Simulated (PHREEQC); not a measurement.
Make-up at 12 °C: 52 mmol/kgw RbOH and 0.75 mmol/kgw NaBF4. Closed to the air; pH follows from the charge balance.

Computed with PHREEQC (ion-association model, wateq4f.dat).

Each row changes one thing in this solution. No solid was allowed to form.

```tsv
case	pH	ionic strength (mol/kgw)
as made	13.06	0.0527
NaBF4 from 0.00075 to 0.00375 mol/kgw	(withheld)	0.0557
0.00086 mol/kgw KCl added	13.06	(withheld)
RbOH left out	(withheld)	0.00149
NaBF4 replaced by NaAlO2 at the same molality	13.08	0.0527
NaBF4 replaced by KF at the same molality	13.08	0.0527
```

Problem. Fill in the missing entries.

Solution. 
- NaBF4 from 0.00075 to 0.00375 mol/kgw, pH: 12.93
- 0.00086 mol/kgw KCl added, ionic strength (mol/kgw): 0.0536
- RbOH left out, pH: 3.15

At this temperature some constants are extrapolated from 25 °C, and those without enthalpy data are left unchanged. Real BF4- forms and hydrolyses slowly; the run takes it at equilibrium.
